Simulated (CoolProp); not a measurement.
Vapour-liquid equilibrium of hydrogen sulfide (1) + isobutane (2) at 70.3 kPa; x and y are mole fractions of (1).

Model: multi-fluid Helmholtz-energy mixture model, Lemmon 2006 and Bücker 2006; pair parameters Kunz 2012, in CoolProp.

```
x     bubble temperature, mixture model (°C)  bubble temperature, Raoult's law (°C)  y, mixture model  y, Raoult's law
----  --------------------------------------  -------------------------------------  ----------------  ---------------
0.05                                   -33.1                                  -27.6             0.447            0.296
0.15                                   -48.3                                  -37.5             0.770            0.606
0.25                                   -56.1                                  -44.4             0.867            0.757
0.35                                     ___                                  -49.6             0.905            0.841
0.45                                   -62.4                                  -53.7             0.923            0.894
0.55                                   -63.5                                  -57.1             0.933            0.929
0.65                                   -64.3                                  -59.9               ___            0.954
0.75                                   -65.0                                  -62.4             0.948            0.972
0.85                                   -65.7                                  -64.5               ___            0.985
0.95                                   -66.7                                  -66.4             0.982            0.996
```

### Question
Complete the blanks.

### Answer

- 0.35, bubble temperature, mixture model (°C): -60.2
- 0.65, y, mixture model: 0.940
- 0.85, y, mixture model: 0.960

The largest gap from Raoult's law is -11.7 K in bubble temperature, at x = 0.25. No azeotrope shows between x = 0.05 and 0.95.

Pair parameters are fitted to limited data, so mixtures are less certain than the pure fluids. With so large a gap from Raoult's law the liquid may split in two, which this calculation doesn't test in full.
